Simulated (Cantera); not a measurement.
Transport properties of process gases

Gas mixture: 14.1 % O2, 85.9 % N2O, at 105 Torr, frozen composition.

Cantera's kinetic-theory transport with the Lennard-Jones parameters of GRI-Mech 3.0, ideal gas; thermal conductivity in the mixture-averaged form.

```json
[
 {"T (K)": "400", "ρ (kg/m³)": "0.178", "cp (J/kg/K)": "967.2", "μ (µPa s)": "20.1", "λ (mW/m/K)": "26.5", "Pr": "0.733", "D (cm²/s) H2O": "2.20", "D (cm²/s) OH": "3.07", "D (cm²/s) CH3": "2.19"},
 {"T (K)": "500", "ρ (kg/m³)": "0.143", "cp (J/kg/K)": "1035", "μ (µPa s)": "24.3", "λ (mW/m/K)": "34.2", "Pr": "0.734", "D (cm²/s) H2O": "3.39", "D (cm²/s) OH": "4.54", "D (cm²/s) CH3": "3.27"},
 {"T (K)": "600", "ρ (kg/m³)": "0.119", "cp (J/kg/K)": "1091", "μ (µPa s)": "28.1", "λ (mW/m/K)": "41.7", "Pr": "0.734", "D (cm²/s) H2O": "4.79", "D (cm²/s) OH": "6.22", "D (cm²/s) CH3": "4.51"},
 {"T (K)": "700", "ρ (kg/m³)": "0.102", "cp (J/kg/K)": "1138", "μ (µPa s)": "31.6", "λ (mW/m/K)": "48.9", "Pr": "0.735", "D (cm²/s) H2O": "6.39", "D (cm²/s) OH": "8.09", "D (cm²/s) CH3": "5.89"},
 {"T (K)": "800", "ρ (kg/m³)": "0.0891", "cp (J/kg/K)": "1177", "μ (µPa s)": "34.9", "λ (mW/m/K)": "55.8", "Pr": "0.736", "D (cm²/s) H2O": "8.17", "D (cm²/s) OH": "10.1", "D (cm²/s) CH3": "7.42"},
 {"T (K)": "900", "ρ (kg/m³)": "0.0792", "cp (J/kg/K)": "1210", "μ (µPa s)": "38.0", "λ (mW/m/K)": "62.4", "Pr": "0.737", "D (cm²/s) H2O": "10.1", "D (cm²/s) OH": "12.4", "D (cm²/s) CH3": "9.07"},
 {"T (K)": "1000", "ρ (kg/m³)": "0.0713", "cp (J/kg/K)": "1237", "μ (µPa s)": "40.9", "λ (mW/m/K)": "68.7", "Pr": "0.736", "D (cm²/s) H2O": "12.2", "D (cm²/s) OH": "14.8", "D (cm²/s) CH3": "10.9"}
]
```
D: mixture-averaged diffusion coefficient of that species in the mixture.
